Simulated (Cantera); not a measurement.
An adiabatic, constant-pressure homogeneous reactor starts with CH4 : H2 : O2 : N2 = 1 : 0.032 : 1.83 : 6.89 (molar parts), equivalence ratio 1.1, at 1075 K and 5.00 bar.

Detailed kinetics in Cantera: GRI-Mech 3.0 (53 species, 325 reactions).

x: mole fraction; the columns are a selection and need not sum to one.

```tsv
t (s)	T (K)	x CH4	x H2	x O2	x CH2O	x HCO	x C2H6
3.00e-6	1075	0.103	0.00328	0.188	2.93e-12	<1e-12	<1e-12
8.23e-6	1075	0.103	0.00328	0.188	2.25e-11	<1e-12	<1e-12
2.26e-5	1075	0.103	0.00328	0.188	1.71e-10	<1e-12	<1e-12
6.20e-5	1075	0.103	0.00328	0.188	1.32e-9	<1e-12	4.90e-12
0.000170	1075	0.103	0.00328	0.188	1.05e-8	<1e-12	1.10e-10
0.000468	1075	0.103	0.00328	0.188	9.78e-8	<1e-12	3.06e-9
0.00128	1075	0.103	0.00328	0.188	1.51e-6	<1e-12	1.70e-7
0.00352	1075	0.102	0.00327	0.188	2.94e-5	6.85e-12	7.93e-6
0.00967	1077	0.102	0.00324	0.187	0.000181	6.09e-11	5.84e-5
0.0265	1140	?	?	0.179	?	?	?
0.0729	2672	<1e-12	0.0161	0.00427	1.20e-9	6.04e-8	<1e-12
0.200	2672	<1e-12	0.0161	0.00427	1.20e-9	6.04e-8	<1e-12
```

Problem. Some entries are withheld; supply them.

Solution. 
- 0.0265, x CH4: 0.0935
- 0.0265, x H2: 0.00452
- 0.0265, x CH2O: 0.00273
- 0.0265, x HCO: 2.31e-8
- 0.0265, x C2H6: 0.000953
